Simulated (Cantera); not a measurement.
Input: 1 mol Si, 1.1 mol Cl2, 6.6 mol H2, held at 798 K and 218 Torr.

Method: chemical equilibrium by Gibbs-energy minimisation in Cantera with the NASA 1993 tables (ideal gas, pure condensed phases). Candidate condensed phases: Si; 19 gas species. The tables' values for SiCl3 are old estimates; treat these amounts as uncertain. Rates play no part.

Base state: H2 0.914, SiCl4 0.0552, SiHCl3 0.0283, HCl 0.00157, SiH2Cl2 0.00117, SiCl3 3.66e-5, SiH3Cl 1.11e-5 (mole fractions); condensed: Si(s).

Q: What changes in the equilibrium state with this change: pressure from 218 Torr to 16500 Torr?

A: 
| species | before | after |
|---|---|---|
| H2 | 0.914 | 0.903 |
| SiHCl3 | 0.0283 | 0.0558 |
| SiCl4 | 0.0552 | 0.0324 |
| SiH3Cl | 1.11e-5 | 0.000246 |
| SiH2Cl2 | 0.00117 | 0.00772 |
| SiCl3 | 3.66e-5 | 8.32e-6 |
| HCl | 0.00157 | 0.000463 |
| Si(s), mol | 0.398 | 0.324 |
